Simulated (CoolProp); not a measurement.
Model: reference Helmholtz-energy equation of state, Zhou 2014, in CoolProp.

Task: Give the vapour pressure (kPa), vapour Z, surface tension (mN/m) of saturated cyclohexane at 155.45 °C.

Result: 
```csv
T (°C),p (kPa),vapour Z,surface tension (mN/m)
155.45,616,0.866,9.90
```

Surface tension comes from a separate correlation (Mulero 2012).
